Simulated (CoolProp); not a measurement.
Model: reference Helmholtz-energy equation of state, Akasaka 2019, in CoolProp.

Question: For R1234ze(Z), give the phase and the density (kg/m³), expansivity (1/kK) at 359.7 K and 1.27 MPa; 374.3 K and 1.27 MPa; 425.4 K and 1.27 MPa.

Answer: 
- 359.7 K and 1.27 MPa: liquid; density 1040, expansivity 3.76
- 374.3 K and 1.27 MPa: gas; density 62.7, expansivity 7.40
- 425.4 K and 1.27 MPa: gas; density 47.9, expansivity 4.00
